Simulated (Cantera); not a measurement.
Input (Python, Cantera) and output of one run.

```python
import numpy as np
import cantera as ct

gas_names = [...]  # 110 gases of nasa_gas.yaml made of C, H, O
cond_names = """
    C(gr) C6H6(L) C7H8(L) C8H18(L),n-octa H2O(s) H2O(L)
""".split()


# ... load() reads the species with a 1 bar reference pressure and builds the phases ...
atoms = {
    'C2H2': {'C': 2, 'H': 2},
    'O2': {'O': 2},
    'H2': {'H': 2},
}
top_T = {'C(gr)': 4500}  # K; cautious upper limits of use, not melting points


# ... equilibrate(T, P, feed) seeds the gas with the atoms and calls Mixture.equilibrate('TP', solver="vcs", rtol=1e-11, max_steps=5000) ...
results = []
feed = {'C2H2': 1, 'O2': 0.39, 'H2': 0.92}  # mol
T = 975  # K
for P in [10, 100, 1000, 10000, 100000, 1000000, 10000000]:
    mix = equilibrate(T, P, feed)
    results.append((T, P, feed, dict(zip(mix.species_names, mix.species_moles))))

top = {s: max(r[3][s] / sum(r[3][g] for g in gas_names) for r in results) for s in gas_names}
cols = sorted((s for s in top if top[s] > 0.0001), key=lambda s: -top[s])[:7]
seen = [c for c in cond_names if any(r[3].get(c, 0) > 1e-12 for r in results)]
print("log10 of partial pressures in bar; condensed amounts in mol")
print(f"{'P/Pa':>10s}" + "".join(f"{s[:9]:>10s}" for s in cols + seen))
for T, P, feed, n in results:
    ng = sum(n[g] for g in gas_names)
    print(f"{P:10.4g}" + "".join(f"{np.log10(max(n[s] / ng * P / 1e5, 1e-99)):10.3f}" for s in cols)
          + "".join(f"{n.get(c, 0):10.4g}" for c in seen))
```

Result:

```
log10 of partial pressures in bar; condensed amounts in mol
      P/Pa        H2       CH4       H2O        CO       CO2      C2H6     C(gr)
        10    -4.148    -9.197    -8.909    -4.539    -9.096   -18.097      1.22
       100    -3.148    -7.197    -6.909    -3.540    -7.097   -15.097      1.22
      1000    -2.148    -5.198    -4.912    -2.542    -5.102   -12.098     1.224
     1e+04    -1.152    -3.205    -2.941    -1.568    -3.153    -9.109     1.252
     1e+05    -0.189    -1.279    -1.129    -0.719    -1.455    -6.221     1.352
     1e+06     0.620     0.339     0.325    -0.074    -0.165    -3.793     1.331
     1e+07     1.247     1.592     1.501     0.475     0.933    -1.913     1.237
```

Method: chemical equilibrium by Gibbs-energy minimisation in Cantera with the NASA 1993 tables (ideal gas, pure condensed phases). The ideal-gas law is rough above about 30 bar.
